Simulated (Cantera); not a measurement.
A closed system holds: 1 mol SiCl4, 2.7 mol HCl, 0.28 mol H2, equilibrated at 1423 K and 10000 Pa.

Method: chemical equilibrium by Gibbs-energy minimisation in Cantera with the NASA 1993 tables (ideal gas, pure condensed phases). Candidate condensed phases: Si; 19 gas species. The tables' values for SiCl3 are old estimates; treat these amounts as uncertain. Equilibrium is a limit: real reactors are often held back by kinetics, nucleation or transport.

Base state: HCl 0.695, SiCl4 0.228, H2 0.0568, SiCl3 0.0149, SiCl2 0.00384, SiHCl3 0.00145, Cl 5.01e-5 (mole fractions); condensed: gas only.

**Question.** What changes in the equilibrium state with this change: pressure from 10000 Pa to 100000 Pa?

**Answer.** 
| species | before | after |
|---|---|---|
| HCl | 0.695 | 0.684 |
| SiCl4 | 0.228 | 0.243 |
| H2 | 0.0568 | 0.0651 |
| SiCl3 | 0.0149 | 0.00544 |
| SiCl2 | 0.00384 | 0.000483 |
| Cl | 5.01e-5 | 1.46e-5 |
| SiHCl3 | 0.00145 | 0.00179 |

**Question.** What changes in the equilibrium state with this change: temperature from 1423 K to 875 K?

**Answer.** 
```tsv
species	before	after
HCl	0.695	0.678
SiCl4	0.228	0.251
H2	0.0568	0.0703
SiCl3	0.0149	1.88e-6
SiCl2	0.00384	<1e-9
Cl	5.01e-5	<1e-9
```
